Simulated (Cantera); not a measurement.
A closed system holds: 1 mol SiH2Cl2, 220 mol H2, held at 0.130 bar.

Cantera equilibrium calculation (NASA polynomials, part measured and part estimated; ideal gas, pure solids and liquids). Candidate condensed phases: Si; 19 gas species. The tables' values for SiCl3 are old estimates; treat these amounts as uncertain. The numbers say what is thermodynamically allowed, not how fast it happens. All values below are at 925 K.

Base state: H2 0.995, HCl 0.00297, SiHCl3 0.000916, SiCl4 0.000753, SiH2Cl2 0.000109, SiCl3 1.56e-5, SiCl2 1.28e-5 (mole fractions); condensed: Si(s).

What changes in the equilibrium state with this change: pressure from 0.130 bar to 2.50 mbar?


```csv
species,before,after
H2,0.995,0.993
HCl,0.00297,0.00669
SiCl4,0.000753,0.000373
SiHCl3,0.000916,0.000201
SiH2Cl2,0.000109,1.07e-5
SiCl2,1.28e-5,6.51e-5
"Si(s), mol",0.599,0.850
```
